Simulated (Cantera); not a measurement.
Charge: 1 mol Fe₃O₄, 1.7 mol CH₄, 0.14 mol H₂, equilibrated at 2500 Pa.

Cantera equilibrium calculation (NASA polynomials, part measured and part estimated; ideal gas, pure solids and liquids). Candidate condensed phases: C, C₆H₆, C₇H₈, C₈H₁₈, Fe, Fe(CO)₅, FeO, Fe(OH)₂, Fe(OH)₃, Fe₂O₃, Fe₃O₄, H₂O; 114 gas species. Each liquid is taken as pure. Mutual solubility and eutectic melting of coexisting phases are not modelled. The tables' stoichiometric FeO is somewhat more stable than real wüstite, so its field is too wide. FeO: taken at fixed stoichiometry. Kinetics and transport are ignored.

Q: What share of the Fe ends up in condensed phases as a function of T (K), at 1000, 1150, 1300, 1450, 1600, 1750, 1900, 2050, 2200, 2350, 2500?

A: 
| T (K) | Fe condensed (%) | as |
|---|---|---|
| 1000 | 100.0 | Fe(α) + FeO(s) |
| 1150 | 100.0 | Fe(α) + FeO(s) |
| 1300 | 100.0 | Fe(γ) + FeO(s) |
| 1450 | 100.0 | Fe(γ) + FeO(s) |
| 1600 | 100.0 | Fe(γ) + FeO(s) |
| 1750 | 99.9 | Fe(δ) + FeO(l) |
| 1900 | 99.2 | Fe(l) + FeO(l) |
| 2050 | 95.4 | Fe(l) + FeO(l) |
| 2200 | 77.5 | Fe(l) + FeO(l) |
| 2350 | 22.4 | FeO(l) |
| 2500 | 0.0 | - |
